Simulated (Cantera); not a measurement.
Input: 1 mol Si, 2.6 mol Cl₂, at 72.0 mbar.

Cantera equilibrium calculation (NASA polynomials, part measured and part estimated; ideal gas, pure solids and liquids). Candidate condensed phases: Si; 9 gas species. The tables' values for SiCl₃ are old estimates; treat these amounts as uncertain. Kinetics and transport are ignored. All values below are at 1200 °C.

Base state: SiCl₄ 0.594, Cl₂ 0.306, Cl 0.100, SiCl₃ 8.30e-5 (mole fractions); condensed: gas only.

**Question.** What changes in the equilibrium state with this change: 0.39 mol H₂O added?

**Answer.** 
| species | before | after |
|---|---|---|
| SiCl₄ | 0.594 | 0.353 |
| HCl | 0 | 0.342 |
| Cl₂ | 0.306 | 0.220 |
| Cl | 0.100 | 0.0850 |
| SiCl₃ | 8.30e-5 | 5.81e-5 |
| SiO₂(β-quartz), mol | 0 | 0.195 |
The tables hold silica as quartz up to 1696 K and as liquid above; real silica turns to tridymite and cristobalite and melts near 1996 K. Further candidate phases: H₂O, SiO₂.
